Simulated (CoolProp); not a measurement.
Octamethylcyclotetrasiloxane (D4) along the isotherm 280.75 °C: density (kg/m³) from the reference equation and from simpler models built on Tc = 313.4 °C, pc = 1.347 MPa, ω = 0.598; each cubic takes its own stable root.

Computed with CoolProp (reference Helmholtz-energy equation of state, Thol 2015).

```csv
p (MPa),phase,reference,van der Waals,Redlich-Kwong,Soave-Redlich-Kwong,Peng-Robinson
0.962,liquid,575.3,95.17,106.0,477.3,538.4
1.92,liquid,603.3,384.3,494.5,524.5,589.4
2.89,liquid,622.1,412.9,531.9,554.6,622.2
3.85,liquid,636.4,431.6,558.1,576.9,646.5
4.81,liquid,648.2,445.8,578.6,594.9,666.2
5.77,liquid,658.3,457.2,595.7,610.1,682.7
6.74,liquid,667.3,466.9,610.4,623.4,697.1
7.7,liquid,675.3,475.2,623.1,635.0,709.7
8.66,liquid,682.5,482.4,634.4,645.4,720.9
9.62,liquid,689.1,488.9,644.6,654.8,731.1
10.6,liquid,695.3,494.8,654.0,663.6,740.6
11.5,liquid,700.7,499.7,662.0,671.0,748.5
12.5,liquid,706.3,504.7,670.1,678.6,756.7
13.5,liquid,711.5,509.4,677.7,685.6,764.3
```

At some of these states van der Waals, Redlich-Kwong gives the other phase, because its saturation line lies elsewhere.
